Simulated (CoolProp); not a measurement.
Properties of R1224YDZ at several states (Tc = 155.5 °C, pc = 3.334 MPa, ω = 0.325).

Values from CoolProp's reference Helmholtz-energy equation of state, Akasaka 2023.

```tsv
T (°C)	p (MPa)	phase	density (kg/m³)	cp (kJ/(kg K))	cv (kJ/(kg K))	Joule-Thomson coefficient (K/MPa)	isothermal compressibility (1/MPa)	fugacity coefficient
95.85	13	liquid	1223	1.236	0.9055	-0.1158	0.004565	0.1082
150.75	2.66	gas	188.3	1.635	1.015	17.55	0.8280	0.7192
52.45	9.23	liquid	1321	1.173	0.8512	-0.2313	0.002980	0.05040
77.35	0.364	gas	20.22	0.9101	0.8224	20.07	3.018	0.9236
```
